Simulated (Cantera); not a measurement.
A freely propagating, adiabatic, planar premixed flame of CH4 : O2 : N2 = 1 : 2.02 : 7.6 (molar parts), equivalence ratio 0.99, unburnt at 300 K and 2.90 bar; mixture-averaged transport, grid criteria slope 0.08 and curve 0.16, no radiation.

Cantera simulation using GRI-Mech 3.0 (53 species, 325 reactions); the numbers are that mechanism's predictions, not measurements. Burning velocities carry a grid error of a few per cent, more on coarse grids.

Q: Predict: laminar burning velocity; thermal thickness; peak x(O); peak x(OH); peak x(H2O2); peak x(H2).

A: 
| Quantity | Value |
|---|---|
| laminar burning velocity | 24.9 cm/s |
| thermal thickness | 0.216 mm |
| peak x(O) | 0.00172 |
| peak x(OH) | 0.00610 |
| peak x(H2O2) | 4.61e-5 |
| peak x(H2) | 0.0137 |
